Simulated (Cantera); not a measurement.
What does this Cantera script print?

```python
import numpy as np
import cantera as ct

gas_names = """
    CL CLO CL2 Fe FeCL FeCL2 FeCL3 FeO Fe(OH)2 Fe2CL4 Fe2CL6 H HCL HOCL HO2 H2 H2O H2O2 O OH O2 O3
""".split()
cond_names = """
    Fe(a) Fe(c) Fe(d) Fe(L) FeCL2(s) FeCL2(L) FeCL3(s) FeCL3(L) FeO(s) FeO(L) Fe(OH)2(s) Fe(OH)3(s)
    Fe2O3(s) Fe3O4(s) H2O(s) H2O(L)
""".split()


# ... load() reads the species with a 1 bar reference pressure and builds the phases ...
atoms = {
    'Fe3O4': {'Fe': 3, 'O': 4},
    'HCl': {'H': 1, 'CL': 1},
    'H2': {'H': 2},
}
top_T = {'Fe2O3(s)': 1830, 'Fe3O4(s)': 1870}  # K; cautious upper limits of use, not melting points


# ... equilibrate(T, P, feed) seeds the gas with the atoms and calls Mixture.equilibrate('TP', solver="vcs", rtol=1e-11, max_steps=5000) ...
results = []
feed = {'Fe3O4': 1, 'HCl': 2.6, 'H2': 0.35}  # mol
T = 1573.15  # K
P = 360000  # Pa
mix = equilibrate(T, P, feed)
results.append((T, P, feed, dict(zip(mix.species_names, mix.species_moles))))
x = sorted(zip(gas.X, gas.species_names), reverse=True)
print(f"T = {T:g} K  P = {P:g} Pa  gas = {mix.phase_moles(0):.4g} mol")
print("   x: " + "  ".join(f"{s} {v:.3e}" for v, s in x if v > 1e-05))
print("   condensed (mol): " + ("  ".join(f"{mix.phase(i).name} {mix.phase_moles(i):.4g}"
      for i in range(1, mix.n_phases) if mix.phase_moles(i) > 1e-12) or "none"))
```

Result:

```
T = 1573.15 K  P = 360000 Pa  gas = 2.936 mol
   x: HCL 4.363e-01  H2O 3.380e-01  FeCL2 2.141e-01  H2 5.784e-03  Fe2CL4 3.873e-03  FeCL3 1.808e-03  CL 9.786e-05  Fe(OH)2 1.023e-05
   condensed (mol): FeO(s) 0.3507  Fe3O4(s) 0.6642
```

Method: chemical equilibrium by Gibbs-energy minimisation in Cantera with the NASA 1993 tables (ideal gas, pure condensed phases). Mutual solubility and eutectic melting of coexisting phases are not modelled. The tables' stoichiometric FeO is somewhat more stable than real wüstite, so its field is too wide. FeO: taken at fixed stoichiometry.
